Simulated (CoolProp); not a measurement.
Vapour-liquid equilibrium of benzene (1) + n-heptane (2) at 356.2 K; x and y are mole fractions of (1).

The numbers come from the multi-fluid Helmholtz-energy mixture model, Thol 2012 and Span 2003; pair parameters Bell 2016 in CoolProp.

```csv
x,bubble pressure (MPa),y at the bubble point,dew pressure at overall composition x (MPa),liquid density (mol/L)
0.05,[?],0.104,0.06496,6.403
0.125,0.07299,0.238,0.06796,6.607
0.2,0.07859,0.349,0.07122,6.823
0.275,0.08377,0.441,0.07478,7.052
0.35,0.08849,0.518,0.07866,7.297
0.425,0.09272,0.585,0.08285,7.558
0.5,0.09648,0.644,0.08735,7.839
0.575,0.09979,0.697,0.09207,8.139
0.65,0.1027,0.747,0.09686,8.463
0.725,0.1052,0.796,0.1014,8.813
0.8,0.1074,0.845,0.1054,[?]
0.875,0.1091,0.898,0.1084,[?]
0.95,0.1104,0.956,0.1103,10.05
```

**Question.** Fill in the missing entries.

**Answer.** 
- 0.05, bubble pressure (MPa): 0.06710
- 0.8, liquid density (mol/L): 9.192
- 0.875, liquid density (mol/L): 9.603

No azeotrope shows between x = 0.05 and 0.95.

Pair parameters are fitted to limited data, so mixtures are less certain than the pure fluids.
